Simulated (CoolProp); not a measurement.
A closed Brayton cycle with carbon dioxide: compressor inlet 317.15 K and 9.6 MPa, high pressure 23 MPa, turbine inlet 895 K, compressor efficiency 0.85, turbine efficiency 0.9, recuperator effectiveness 0.95 (on enthalpy, no pinch check). Each further row changes one setting.

Model: reference Helmholtz-energy equation of state, Span 1996, in CoolProp.

```json
[
 {"case": "as stated", "thermal efficiency (%)": "…", "net work (kJ/kg)": "98.3", "compressor to turbine work": "0.23", "compressor exit (K)": "361.2", "turbine exit (K)": "784.2"},
 {"case": "turbine inlet 845 K", "thermal efficiency (%)": "36.7", "net work (kJ/kg)": "…", "compressor to turbine work": "0.24", "compressor exit (K)": "361.2", "turbine exit (K)": "738.1"},
 {"case": "compressor inlet 327.15 K", "thermal efficiency (%)": "37.7", "net work (kJ/kg)": "87.1", "compressor to turbine work": "…", "compressor exit (K)": "392.5", "turbine exit (K)": "784.2"},
 {"case": "high pressure 19.6 MPa", "thermal efficiency (%)": "36.1", "net work (kJ/kg)": "82.8", "compressor to turbine work": "0.21", "compressor exit (K)": "…", "turbine exit (K)": "804.0"},
 {"case": "recuperator effectiveness 0.5", "thermal efficiency (%)": "…", "net work (kJ/kg)": "98.3", "compressor to turbine work": "0.23", "compressor exit (K)": "361.2", "turbine exit (K)": "784.2"}
]
```

Question: Some entries are withheld; supply them.

Answer: 
- as stated, thermal efficiency (%): 38.2
- turbine inlet 845 K, net work (kJ/kg): 90.5
- compressor inlet 327.15 K, compressor to turbine work: 0.31
- high pressure 19.6 MPa, compressor exit (K): 352.9
- recuperator effectiveness 0.5, thermal efficiency (%): 20.2
